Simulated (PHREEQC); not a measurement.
Solution (25 °C): 0.019 mol HBr and 0.11 mol NaCl per kg of water. It is in equilibrium with CO2 at log p = -3.4 (atm). Otherwise closed; pH follows from the charge balance.

The numbers come from PHREEQC with the ion-association model, wateq4f.dat.

```
quantity                    before     after
------------------------  --------  --------
pH                            1.81      1.82
HCO3- (mol/kgw)           5.01e-10  1.68e-10
SI of Halite (NaCl)          -3.74     -3.90
SI of Nahcolite (NaHCO3)     -9.94    -10.93
```

Q: Which change was made?
A. HBr replaced by ZnBr2 at the same molality
B. temperature from 25 to 90 °C
C. diluted 10-fold with water
D. HBr from 0.019 to 0.19 mol/kgw
E. temperature from 25 to 15 °C

A: B, temperature from 25 to 90 °C

No solid was allowed to form. Away from 25 °C the constants follow the database's enthalpies or fits; those with neither stay at their 25 °C values.
